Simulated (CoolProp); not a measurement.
Vapour pressure (MPa) of hydrogen chloride: the reference equation beside estimates from Tc = 324.7 K, pc = 8.314 MPa, ω = 0.130. Clausius-Clapeyron is anchored at 276 K with a constant enthalpy of vaporisation of 11.11 kJ/mol.

The numbers come from the reference Helmholtz-energy equation of state, Thol 2018 in CoolProp.

```tsv
T (K)	reference	Lee-Kesler	Clausius-Clapeyron	Redlich-Kwong	Peng-Robinson
248.5	1.280	1.293	1.631	1.480	1.286
254	1.515	1.532	1.833	1.740	1.525
259.5	1.781	1.802	2.049	2.031	1.796
265	2.080	2.105	2.280	2.354	2.100
270.5	2.415	2.443	2.526	2.710	2.440
276	2.787	2.819	2.787	3.101	2.819
281.5	3.201	3.235	3.064	3.529	3.240
287	3.659	3.694	3.355	3.994	3.705
292.5	4.164	4.200	3.662	4.499	4.217
298	4.721	4.756	3.984	5.045	4.779
303.5	5.333	5.366	4.322	5.633	5.394
```

Absolute difference from the reference over all 11 rows, mean and median: Lee-Kesler 1.0 and 1.1 %, Clausius-Clapeyron 12.4 and 12.1 %, Redlich-Kwong 11.0 and 11.3 %, Peng-Robinson 1.0 and 1.1 %.
